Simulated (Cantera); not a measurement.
Input (Python, Cantera):

```python
import numpy as np
import cantera as ct

gas = ct.Solution("gri30.yaml")


def delay(T, t_max=10):
    gas.TPX = T, 1000000, {'H2': 1, 'O2': 1.22, 'N2': 7}
    reactor = ct.IdealGasConstPressureReactor(gas, clone=False)
    net = ct.ReactorNet([reactor])
    net.rtol, net.atol = 1e-8, 1e-16
    while net.time < t_max:
        t_old, T_old = net.time, reactor.T
        net.step()
        if reactor.T > T + 400:  # ignition: a rise of 400 K
            return t_old + (T + 400 - T_old) / (reactor.T - T_old) * (net.time - t_old)
    return np.nan


taus = []
for T in [1023, 1123, 1223, 1323, 1423, 1523, 1623, 1723, 1823]:
    taus.append(delay(T))
    print(f"T0 = {T:6g} K   tau = {taus[-1]:.4e} s")
```

It prints:

```
T0 =   1023 K   tau = 9.8572e-03 s
T0 =   1123 K   tau = 9.1864e-04 s
T0 =   1223 K   tau = 3.4519e-05 s
T0 =   1323 K   tau = 6.3614e-06 s
T0 =   1423 K   tau = 3.4884e-06 s
T0 =   1523 K   tau = 2.4394e-06 s
T0 =   1623 K   tau = 1.9499e-06 s
T0 =   1723 K   tau = 1.7160e-06 s
T0 =   1823 K   tau = 1.6263e-06 s
```

Detailed kinetics in Cantera: GRI-Mech 3.0 (53 species, 325 reactions). The hydrogen kinetics of GRI-Mech 3.0 are dated; newer H2 mechanisms differ, most at raised pressure. Where the delays flatten at high temperature, the 400 K rule measures the pace of heat release, not the induction time.
